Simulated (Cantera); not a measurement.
Charge: 1 mol HMDSO, 2 mol O₃, 10 mol H₂, at 0.390 bar.

Method: chemical equilibrium by Gibbs-energy minimisation in Cantera with the NASA 1993 tables (ideal gas, pure condensed phases). Candidate condensed phases: C, C₆H₆, C₇H₈, C₈H₁₈, H₂O, Si, SiC, SiO₂; 123 gas species. The feed counts by its element totals alone. The tables hold silica as quartz up to 1696 K and as liquid above; real silica turns to tridymite and cristobalite and melts near 1996 K. The numbers say what is thermodynamically allowed, not how fast it happens. All values below are at 1500 K.

Base state: H₂ 0.863, CO 0.136, CH₄ 0.000746, H₂O 7.88e-5, SiO 4.81e-5, H 2.62e-5 (mole fractions); condensed: C(graphite) + SiO₂(β-quartz).

Task: What changes in the equilibrium state with this change: pressure from 0.390 bar to 6.20e-5 bar?

Result: 
```csv
species,before,after
H₂,0.863,0.729
CO,0.136,0.211
SiO,4.81e-5,0.0576
CH₄,0.000746,7.18e-9
Si,<1e-9,1.46e-5
"C(graphite), mol",2.98,0
"SiO₂(β-quartz), mol",2.00,0
"SiC(s), mol",0,0.500
```
